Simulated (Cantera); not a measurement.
A perfectly stirred reactor is fed with 15.1 % H2, 7.76 % O2, 76.9 % N2, 0.301 % NO, at 2.40 bar; it is adiabatic with a 550 K inlet, and is followed from long to short residence time, starting on the burning branch (τ in s: 0.11, 0.041, 0.015, 0.0057, 0.0021, 0.0008, 0.0003, 0.00011, 4.1e-05).

Detailed kinetics in Cantera: GRI-Mech 3.0 (53 species, 325 reactions). The hydrogen kinetics of GRI-Mech 3.0 are dated; newer H2 mechanisms differ, most at raised pressure. The mechanism lacks 2 NO + O2 → 2 NO2 and HONO, so NO2 and the effect of NO are under-described below about 1400 K.

Question: Predict: blow-out, bracketed by the residence times tried; x(H2) at τ = 0.110 s; x(O2) at τ = 0.110 s; x(NO) at τ = 0.110 s; x(H2O2) at τ = 0.110 s; x(NO2) at τ = 0.110 s; x(H2) at τ = 2.10 ms; x(O2) at τ = 2.10 ms; x(NO) at τ = 2.10 ms; x(H2O2) at τ = 2.10 ms; x(NO2) at τ = 2.10 ms.

Answer: 
- blow-out, bracketed by the residence times tried: burning at 41.0 µs, the shortest tried
- x(H2) at τ = 0.110 s: 0.000874
- x(O2) at τ = 0.110 s: 0.00300
- x(NO) at τ = 0.110 s: 0.00275
- x(H2O2) at τ = 0.110 s: 8.69e-8
- x(NO2) at τ = 0.110 s: 1.68e-6
- x(H2) at τ = 2.10 ms: 0.00613
- x(O2) at τ = 2.10 ms: 0.00541
- x(NO) at τ = 2.10 ms: 0.00294
- x(H2O2) at τ = 2.10 ms: 5.40e-7
- x(NO2) at τ = 2.10 ms: 8.49e-7
